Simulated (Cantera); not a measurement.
## C2H2 + NH3 + H2 (carbon deposition, reforming and gasification)

A closed system holds: 1 mol C2H2, 1.2 mol NH3, 78 mol H2, equilibrated at 0.133 bar.

Cantera equilibrium calculation (NASA polynomials, part measured and part estimated; ideal gas, pure solids and liquids). Candidate condensed phases: C, C6H6, C7H8, C8H18; 110 gas species. Ions and electrons are included (thermal ionisation). Kinetics and transport are ignored.

```csv
T (°C),log p H,log p H2,log p C,log p C2H2 (acetylene),log p N2,log p HCN
2227,-2.06,-0.91,-6.79,-2.91,-3.21,-3.23
2477,-1.65,-0.96,-5.64,-2.96,-3.25,-3.23
2727,-1.34,-1.07,-4.68,-3.05,-3.31,-3.28
2977,-1.12,-1.25,-3.90,-3.29,-3.37,-3.40
3227,-0.99,-1.53,-3.34,-3.82,-3.40,-3.65
3477,-0.93,-1.86,-3.00,-4.67,-3.39,-4.06
3727,-0.90,-2.21,-2.86,-5.79,-3.38,-4.59
3977,-0.89,-2.54,-2.82,-6.96,-3.38,-5.17
4227,-0.89,-2.85,-2.80,-8.06,-3.42,-5.72
4477,-0.88,-3.13,-2.80,-9.06,-3.50,-6.25
4727,-0.88,-3.39,-2.80,-9.96,-3.64,-6.76
```
log p: log10 of the partial pressure in bar; nothing condenses.

From 2227 °C to 4727 °C nothing is condensed. The main C-bearing gas is C2H2 (acetylene) at 2227 °C and C at 4727 °C.
